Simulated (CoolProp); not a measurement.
Values from CoolProp's reference Helmholtz-energy equation of state, Schmidt 1985. Above 300 K oxygen's equation is extrapolated.

**Question.** For oxygen, give the phase and the cp (kJ/(kg K)), cv (kJ/(kg K)) at 336.9 K and 18.4 MPa; 336.9 K and 36.7 MPa.

**Answer.** 
- 336.9 K and 18.4 MPa: supercritical; cp 1.13, cv 0.693
- 336.9 K and 36.7 MPa: supercritical; cp 1.24, cv 0.710
